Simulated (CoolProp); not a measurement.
R22 at several states: fugacity coefficient from the reference equation and from simpler models built on Tc = 96.1 °C, pc = 4.990 MPa, ω = 0.221; each cubic takes its own stable root.

Model: reference Helmholtz-energy equation of state, Kamei 1995, in CoolProp.

```csv
T (°C),p (MPa),phase,reference
-90.85,0.963,liquid,0.004811
120.45,5.1,supercritical,0.7286
204.45,0.0535,gas,0.9985
```

Task: How far does each simpler model (van der Waals, Redlich-Kwong, Soave-Redlich-Kwong, Peng-Robinson) lie from the reference over these 3 states: mean and median of the absolute difference, and the worst?

Result: 
- van der Waals: mean 893.6 %, median 1.7 %, worst +2679.0 % at -90.85 °C and 0.963 MPa
- Redlich-Kwong: mean 37.0 %, median 0.5 %, worst +110.6 % at -90.85 °C and 0.963 MPa
- Soave-Redlich-Kwong: mean 0.7 %, median 0.6 %, worst -1.5 % at -90.85 °C and 0.963 MPa
- Peng-Robinson: mean 2.9 %, median 2.7 %, worst +5.9 % at -90.85 °C and 0.963 MPa
